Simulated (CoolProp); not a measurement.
Vapour-liquid equilibrium of benzene (1) + toluene (2) at 0.109 MPa; x and y are mole fractions of (1).

Values from CoolProp's multi-fluid Helmholtz-energy mixture model, Thol 2012 and Lemmon 2006; pair parameters Bell 2016.

| x | bubble temperature (K) | y at the bubble point | dew temperature at overall composition x (K) | liquid density (mol/L) |
|---|---|---|---|---|
| 0.05 | 384.1 | 0.105 | 385.3 | 8.518 |
| 0.15 | 379.9 | 0.286 | 383.1 | 8.701 |
| 0.25 | 376.1 | 0.435 | 380.8 | 8.886 |
| 0.35 | 372.6 | 0.557 | 378.4 | 9.073 |
| 0.45 | 369.4 | 0.660 | 375.7 | 9.263 |
| 0.55 | 366.5 | 0.746 | 372.9 | 9.456 |
| 0.65 | 363.7 | 0.818 | 369.8 | 9.653 |
| 0.75 | 361.2 | 0.880 | 366.3 | 9.854 |
| 0.85 | 358.9 | 0.933 | 362.5 | 10.06 |
| 0.95 | 356.7 | 0.979 | 358.1 | 10.27 |

No azeotrope shows between x = 0.05 and 0.95.

Pair parameters are fitted to limited data, so mixtures are less certain than the pure fluids.
